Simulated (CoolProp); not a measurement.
A closed Brayton cycle with nitrogen: compressor inlet 331.15 K and 0.92 MPa, high pressure 2.34 MPa, turbine inlet 885 K, compressor efficiency 0.85, turbine efficiency 0.85, recuperator effectiveness 0.8 (on enthalpy, no pinch check). Each further row changes one setting.

The numbers come from the reference Helmholtz-energy equation of state, Span 2000 in CoolProp.

| case | thermal efficiency (%) | net work (kJ/kg) | compressor to turbine work | compressor exit (K) | turbine exit (K) |
|---|---|---|---|---|---|
| as stated | [?] | 61.6 | 0.67 | 450.1 | 720.4 |
| turbine inlet 835 K | [?] | 50.9 | [?] | 450.1 | [?] |
| compressor inlet 341.15 K | 23.9 | 57.8 | 0.69 | 463.6 | 720.4 |
| high pressure 1.99 MPa | [?] | 56.6 | 0.64 | [?] | 746.5 |
| recuperator effectiveness 0.5 | 18.6 | 61.6 | 0.67 | 450.1 | 720.4 |

Q: Complete the blanks.

A: 
- as stated, thermal efficiency (%): 25.2
- turbine inlet 835 K, thermal efficiency (%): 22.6
- turbine inlet 835 K, compressor to turbine work: 0.71
- turbine inlet 835 K, turbine exit (K): 678.3
- high pressure 1.99 MPa, thermal efficiency (%): 25.0
- high pressure 1.99 MPa, compressor exit (K): 427.2
